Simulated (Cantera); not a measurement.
Feed: 1 mol Fe2O3, 0.16 mol SO3, 0.075 mol CO2, 1 mol SO2, held at 0.810 bar.

Cantera equilibrium calculation (NASA polynomials, part measured and part estimated; ideal gas, pure solids and liquids). Candidate condensed phases: C, Fe, Fe(CO)5, FeO, FeS, FeSO4, FeS2, Fe2O3, Fe2(SO4)3, Fe3O4, S; 25 gas species. Mutual solubility and eutectic melting of coexisting phases are not modelled. Rates play no part.

Question: Which condensed phases are stable at each of these points (T (K)): 1200, 1250, 1300, 1350, 1400, 1450, 1500, 1550, 1600, 1650, 1700, 1750?

Answer: 
```
T (K)     condensed phases  Fe condensed (%)
-----  -------------------  ----------------
1200              Fe2O3(s)             100.0
1250              Fe2O3(s)             100.0
1300              Fe2O3(s)             100.0
1350              Fe2O3(s)             100.0
1400              Fe2O3(s)             100.0
1450              Fe2O3(s)             100.0
1500              Fe2O3(s)             100.0
1550              Fe2O3(s)             100.0
1600   Fe2O3(s) + Fe3O4(s)             100.0
1650              Fe3O4(s)             100.0
1700              Fe3O4(s)             100.0
1750              Fe3O4(s)             100.0
```

From 1200 K to 1550 K the condensed part is Fe2O3(s). At 1600 K the condensed part is Fe2O3(s) + Fe3O4(s). From 1650 K to 1750 K the condensed part is Fe3O4(s).
